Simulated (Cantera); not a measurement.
Input (Python, Cantera):

```python
import numpy as np
import cantera as ct

gas = ct.Solution("gri30.yaml")
gas.TPX = 1500, 490000, {'CH4': 1, 'H2O': 2.8}
inlet = ct.Reservoir(gas, clone=True)

reactor = ct.IdealGasConstPressureReactor(gas, energy="off", clone=False)
exhaust = ct.Reservoir(gas, clone=True)
tau = [29, 13, 5.4, 2.4, 1, 0.45, 0.19, 0.084, 0.037, 0.016, 0.0069][0]
for a, b in ((inlet, reactor), (reactor, exhaust)):
    ct.MassFlowController(a, b, mdot=lambda t: reactor.mass / tau)
net = ct.ReactorNet([reactor])
show = ['CH4', 'H2O', 'CH3', 'CH2O', 'CH2CO', 'C2H2']

rows = []
print(f"{'tau/s':>10s}{'T/K':>9s}" + "".join(f"{s:>11s}" for s in show))
for tau in [29, 13, 5.4, 2.4, 1, 0.45, 0.19, 0.084, 0.037, 0.016, 0.0069]:
    net.initial_time = 0.0
    net.advance(30 * tau)
    before = gas.X
    net.advance(40 * tau)
    drift = np.max(np.abs(gas.X - before) / (gas.X + 1e-9))
    rows.append([gas.T, *gas[show].X, drift])
    print(f"{tau:10.3e}{gas.T:9.1f}" + "".join(f"{x:11.3e}" for x in gas[show].X))
```

It prints:

```
     tau/s      T/K        CH4        H2O        CH3       CH2O      CH2CO       C2H2
 2.900e+01   1500.0  7.101e-02  4.111e-01  1.812e-05  3.868e-07  1.741e-06  4.333e-03
 1.300e+01   1500.0  8.483e-02  4.498e-01  2.274e-05  5.430e-07  3.486e-06  8.160e-03
 5.400e+00   1500.0  9.662e-02  4.955e-01  2.742e-05  8.078e-07  6.933e-06  1.445e-02
 2.400e+00   1500.0  1.048e-01  5.393e-01  3.127e-05  1.177e-06  1.188e-05  2.180e-02
 1.000e+00   1500.0  1.141e-01  5.860e-01  3.551e-05  1.769e-06  1.850e-05  2.950e-02
 4.500e-01   1500.0  1.290e-01  6.254e-01  4.096e-05  2.560e-06  2.351e-05  3.319e-02
 1.900e-01   1500.0  1.564e-01  6.622e-01  5.065e-05  3.766e-06  2.479e-05  3.064e-02
 8.400e-02   1500.0  1.880e-01  6.899e-01  6.336e-05  5.211e-06  2.124e-05  2.296e-02
 3.700e-02   1500.0  2.166e-01  7.103e-01  7.721e-05  6.712e-06  1.449e-05  1.384e-02
 1.600e-02   1500.0  2.379e-01  7.241e-01  8.921e-05  7.770e-06  7.078e-06  6.308e-03
 6.900e-03   1500.0  2.510e-01  7.318e-01  9.537e-05  7.591e-06  2.093e-06  2.005e-03
```

Model: GRI-Mech 3.0 (53 species, 325 reactions), integrated in Cantera.
